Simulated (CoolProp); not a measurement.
Dimethyl carbonate at several states: density (kg/m³) from the reference equation and from simpler models built on Tc = 557.0 K, pc = 4909 kPa, ω = 0.346; each cubic takes its own stable root.

Values from CoolProp's reference Helmholtz-energy equation of state, Zhou 2011.

```json
[
 {"T (K)": "402.8", "p (kPa)": "44.8", "phase": "gas", "reference": "1.216"},
 {"T (K)": "391.1", "p (kPa)": "178", "phase": "gas", "reference": "5.138"},
 {"T (K)": "459.9", "p (kPa)": "468", "phase": "gas", "reference": "11.78"},
 {"T (K)": "434.5", "p (kPa)": "50", "phase": "gas", "reference": "1.257"},
 {"T (K)": "371.1", "p (kPa)": "32.5", "phase": "gas", "reference": "0.9569"},
 {"T (K)": "570.9", "p (kPa)": "7400", "phase": "supercritical", "reference": "528.3"}
]
```

Question: How far does each simpler model (Redlich-Kwong, Soave-Redlich-Kwong) lie from the reference over these 6 states: mean and median of the absolute difference, and the worst?

Answer: 
- Redlich-Kwong: mean 2.7 %, median 0.4 %, worst -14.7 % at 570.9 K and 7400 kPa
- Soave-Redlich-Kwong: mean 3.0 %, median 0.1 %, worst -17.8 % at 570.9 K and 7400 kPa
